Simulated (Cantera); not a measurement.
Stirred combustor or abatement burner

A perfectly stirred reactor is fed with CH₄ : C₂H₆ : O₂ : N₂ = 1 : 0.35 : 3.22 : 32.2 (molar parts), at 5.43 atm; it is adiabatic with a 375 K inlet, and is followed from long to short residence time, starting on the burning branch (τ in s: 0.044, 0.02, 0.0089, 0.004, 0.0018, 0.00081, 0.00036, 0.00016, 7.3e-05).

Detailed kinetics in Cantera: GRI-Mech 3.0 (53 species, 325 reactions).

```
τ (s)    T (K)     x CH₄   x C₂H₆     x O₂     x CO  x CH₂CO
-------  -----  --------  -------  -------  -------  -------
0.044     1356  0.000417  2.65e-5  0.00471  0.00544  1.97e-5
0.020      375    0.0272  0.00952   0.0876   <1e-12   <1e-12
0.0089     375    0.0272  0.00952   0.0876   <1e-12   <1e-12
0.0040     375    0.0272  0.00952   0.0876   <1e-12   <1e-12
0.0018     375    0.0272  0.00952   0.0876   <1e-12   <1e-12
0.00081    375    0.0272  0.00952   0.0876   <1e-12   <1e-12
0.00036    375    0.0272  0.00952   0.0876   <1e-12   <1e-12
0.00016    375    0.0272  0.00952   0.0876   <1e-12   <1e-12
7.3e-5     375    0.0272  0.00952   0.0876   <1e-12   <1e-12
```
x: mole fraction; the columns are a selection and need not sum to one.
